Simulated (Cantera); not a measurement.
Gas mixture: 46.2 % N2O, 53.8 % N2, at 1.01 bar, frozen composition.

Cantera's kinetic-theory transport with the Lennard-Jones parameters of GRI-Mech 3.0, ideal gas; thermal conductivity in the mixture-averaged form.

D: mixture-averaged diffusion coefficient of that species in the mixture.

| T (K) | ρ (kg/m³) | cp (J/kg/K) | μ (µPa s) | λ (mW/m/K) | Pr | D (cm²/s) H2 | D (cm²/s) N2 | D (cm²/s) OH |
|---|---|---|---|---|---|---|---|---|
| 400 | 1.08 | 1003 | 20.8 | 29.2 | 0.716 | 1.17 | 0.264 | ? |
| 500 | 0.863 | 1049 | 24.8 | 36.2 | 0.720 | 1.71 | 0.391 | ? |
| 600 | 0.719 | 1090 | 28.5 | 43.0 | 0.721 | 2.33 | 0.538 | ? |
| 700 | 0.616 | 1127 | 31.9 | 49.7 | 0.723 | 3.01 | 0.701 | ? |
| 800 | 0.539 | 1161 | 35.0 | 56.1 | 0.726 | 3.77 | 0.880 | ? |
| 900 | 0.479 | 1193 | 38.0 | 62.3 | 0.729 | 4.58 | 1.08 | ? |
| 1000 | 0.431 | 1218 | 40.9 | 68.3 | 0.730 | 5.46 | 1.28 | ? |

Problem. Fill in the missing entries.

Solution. 
- 400, D (cm²/s) OH: 0.465
- 500, D (cm²/s) OH: 0.684
- 600, D (cm²/s) OH: 0.934
- 700, D (cm²/s) OH: 1.21
- 800, D (cm²/s) OH: 1.52
- 900, D (cm²/s) OH: 1.85
- 1000, D (cm²/s) OH: 2.21
